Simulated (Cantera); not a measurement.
Charge: 1 mol BCl3, 5.2 mol H2O, equilibrated at 1.33 mbar.

Cantera equilibrium calculation (NASA polynomials, part measured and part estimated; ideal gas, pure solids and liquids). Candidate condensed phases: B, B2O3, B3O3H3, H2O; 33 gas species. Gases not in the tables: H3BO3. Kinetics and transport are ignored.

Which condensed phases are stable at each of these points (T (°C)): 977, 1127, 1277, 1427, 1577, 1727, 1877, 2027?


```tsv
T (°C)	condensed phases	B condensed (%)
977	B2O3(l)	77.4
1127	gas only	0.0
1277	gas only	0.0
1427	gas only	0.0
1577	gas only	0.0
1727	gas only	0.0
1877	gas only	0.0
2027	gas only	0.0
```

At 977 °C the condensed part is B2O3(l). From 1127 °C to 2027 °C nothing is condensed.
